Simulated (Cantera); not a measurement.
A Cantera script and what it prints.

```python
import numpy as np
import cantera as ct

gas_names = """
    H HNO HNO2 HNO3 HO2 H2 H2O H2O2 N NH NH2 NH3 NH2OH NO NO2 NO3 N2 N2H2 N2H4 N2O O OH O2 O3 Zr ZrN ZrO
    ZrO2
""".split()
cond_names = """
    H2O(s) H2O(L) Zr(a) Zr(b) Zr(L) ZrN(s) ZrN(L) ZrO2(a) ZrO2(b) ZrO2(L)
""".split()


# ... load() reads the species with a 1 bar reference pressure and builds the phases ...
atoms = {
    'Zr': {'Zr': 1},
    'N2O': {'N': 2, 'O': 1},
    'H2': {'H': 2},
}
top_T = {}  # K; cautious upper limits of use, not melting points


# ... equilibrate(T, P, feed) seeds the gas with the atoms and calls Mixture.equilibrate('TP', solver="vcs", rtol=1e-11, max_steps=5000) ...
results = []
feed = {'Zr': 1, 'N2O': 13, 'H2': 16}  # mol
T = 1550  # K
P = 140000  # Pa
mix = equilibrate(T, P, feed)
results.append((T, P, feed, dict(zip(mix.species_names, mix.species_moles))))
print(gas.report(threshold=0.001))
for i in range(1, mix.n_phases):
    print(f"{mix.phase(i).name:16s} {mix.phase_moles(i):12.5e} mol")
```

It prints:

```
       temperature   1550 K
          pressure   1.4e+05 Pa
           density   0.21443 kg/m^3
  mean mol. weight   19.739 kg/kmol
   phase of matter   gas

                          1 kg             1 kmol
                     ---------------   ---------------
          enthalpy       -2.4317e+06       -4.7999e+07  J
   internal energy       -3.0846e+06       -6.0886e+07  J
           entropy             12230        2.4141e+05  J/K
    Gibbs function       -2.1388e+07       -4.2218e+08  J
 heat capacity c_p            1996.8             39414  J/K
 heat capacity c_v            1575.5             31099  J/K

                      mass frac. Y      mole frac. X     chem. pot. / RT
                     ---------------   ---------------   ---------------
                H2          0.017608            0.1724            -20.12
               H2O           0.34618           0.37931           -45.808
                N2            0.6362           0.44827           -26.579
     [  +25 minor]        4.3943e-06        1.5479e-05

Zr(b)             0.00000e+00 mol
ZrN(s)            0.00000e+00 mol
ZrO2(b)           1.00000e+00 mol
```

Equilibrium computed with Cantera from the NASA thermochemical tables; the gas is ideal and each condensed phase is pure.
